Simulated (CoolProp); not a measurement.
Fluorine at several states: Z from the reference equation and from simpler models built on Tc = -128.7 °C, pc = 5240 kPa, ω = 0.045; each cubic takes its own stable root.

Computed with CoolProp (reference Helmholtz-energy equation of state, de Reuck 1990).

```csv
T (°C),p (kPa),phase,reference,van der Waals,Redlich-Kwong,Soave-Redlich-Kwong,Peng-Robinson
-58.75,13500,supercritical,0.8071,0.7493,0.7999,0.8264,0.7852
-175.95,159,gas,0.9645,0.9769,0.9681,0.9685,0.9670
19.45,2610,gas,0.9880,0.9801,0.9859,0.9918,0.9840
-137.65,2670,gas,0.7428,0.7831,0.7449,0.7437,0.7246
-136.35,268,gas,0.9799,0.9824,0.9794,0.9793,0.9772
-124.75,5120,gas,0.5720,0.5914,0.5718,0.5739,0.5450
```
